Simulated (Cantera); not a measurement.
An isothermal, constant-pressure homogeneous reactor starts with CH₄ : O₂ : N₂ = 0.0061 : 0.009 : 1 (molar parts), equivalence ratio 1.4, at 1025 K and 9.87 atm. Integrator tolerance rtol = 1e-08.

Detailed kinetics in Cantera: GRI-Mech 3.0 (53 species, 325 reactions).

Task: What does this change do: temperature 1025 to 1150 K?

Result: 
```csv
quantity,before,after
x(CH₄) at 3.00 s,0.000430 (gas-phase equilibrium 4.04e-8),0.000227 (gas-phase equilibrium 1.99e-9)
x(O₂) at 3.00 s,0.000184 (gas-phase equilibrium <1e-12),1.02e-5 (gas-phase equilibrium <1e-12)
x(HO₂) at 3.00 s,1.51e-7 (gas-phase equilibrium <1e-12),1.55e-9 (gas-phase equilibrium <1e-12)
x(H₂) at 3.00 s,0.00115 (gas-phase equilibrium 0.00442),0.00156 (gas-phase equilibrium 0.00403)
x(OH) at 3.00 s,7.34e-10 (gas-phase equilibrium <1e-12),2.36e-10 (gas-phase equilibrium 1.80e-11)
x(CH₂CO) at 3.00 s,1.48e-6 (gas-phase equilibrium <1e-12),1.52e-7 (gas-phase equilibrium <1e-12)
```

Task: What does this change do: CH4 0.0061 to 0.0026 parts?

Result: 
| quantity | before | after |
|---|---|---|
| x(CH₄) at 3.00 s | 0.000430 (gas-phase equilibrium 4.04e-8) | 1.65e-6 (gas-phase equilibrium <1e-12) |
| x(O₂) at 3.00 s | 0.000184 (gas-phase equilibrium <1e-12) | 0.00413 (gas-phase equilibrium 0.00375) |
| x(HO₂) at 3.00 s | 1.51e-7 (gas-phase equilibrium <1e-12) | 5.03e-7 (gas-phase equilibrium 2.71e-11) |
| x(H₂) at 3.00 s | 0.00115 (gas-phase equilibrium 0.00442) | 4.17e-6 (gas-phase equilibrium 4.83e-12) |
| x(OH) at 3.00 s | 7.34e-10 (gas-phase equilibrium <1e-12) | 9.05e-9 (gas-phase equilibrium 8.66e-9) |
| x(CH₂CO) at 3.00 s | 1.48e-6 (gas-phase equilibrium <1e-12) | 4.51e-9 (gas-phase equilibrium <1e-12) |
